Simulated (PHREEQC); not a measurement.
Make-up at 25 °C: 0.014 mol/kgw CdSO4. Closed to the air; pH follows from the charge balance.

Model: ion-association model, wateq4f.dat, run in PHREEQC.

This is a speciation only: nothing precipitates in the calculation.

Problem. Order these S species by the share of S that they hold, largest first: Cd(SO4)2-2, CdSO4, SO4-2.

Solution. SO4-2 (57 %), CdSO4 (36 %), Cd(SO4)2-2 (6.5 %)

Problem. Order these Cd species by the share of Cd that they hold, largest first: Cd+2, Cd(SO4)2-2, CdSO4.

Solution. Cd+2 (61 %), CdSO4 (36 %), Cd(SO4)2-2 (3.3 %)

The pH is 6.27 and the ionic strength 0.0340 mol/kgw.
